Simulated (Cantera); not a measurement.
Mixture: 21.0 % H2, 10.8 % O2, 68.2 % N2, at 14300 Torr, adiabatic and at constant volume. Ignition delay is the time to a rise of 400 K.

Detailed kinetics in Cantera: the H2/O2 subset of GRI-Mech 3.0, which has no nitrogen chemistry. The hydrogen kinetics of GRI-Mech 3.0 are dated; newer H2 mechanisms differ, most at raised pressure. The pressure lies above the range GRI-Mech 3.0 was tuned for (to about 10 atm).

### Question
Predict: delay at 1075 K; delay at 1150 K; delay at 1225 K; delay at 1300 K; delay at 1375 K; delay at 1450 K.

### Answer
```json
{
  "delay at 1075 K": "1.58 ms",
  "delay at 1150 K": "0.365 ms",
  "delay at 1225 K": "83.7 µs",
  "delay at 1300 K": "15.0 µs",
  "delay at 1375 K": "3.24 µs",
  "delay at 1450 K": "1.64 µs"
}
```
